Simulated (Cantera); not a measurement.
A freely propagating, adiabatic, planar premixed flame of H2 : O2 : N2 : H2O = 1 : 0.98 : 3.69 : 0.3 (molar parts), unburnt at 723 K and 233 Torr; mixture-averaged transport, grid criteria slope 0.08 and curve 0.16, no radiation.

Cantera simulation using the H2/O2 subset of GRI-Mech 3.0, which has no nitrogen chemistry; the numbers are that mechanism's predictions, not measurements. Burning velocities carry a grid error of a few per cent, more on coarse grids. Lean hydrogen flames are cellular in practice and burn faster than this planar one.

Question: Predict: laminar burning velocity; thermal thickness; peak x(OH); peak x(H2O2); peak x(HO2).

Answer: 
| Quantity | Result |
|---|---|
| laminar burning velocity | 596 cm/s |
| thermal thickness | 2.12 mm |
| peak x(OH) | 0.0105 |
| peak x(H2O2) | 3.19e-6 |
| peak x(HO2) | 0.000105 |
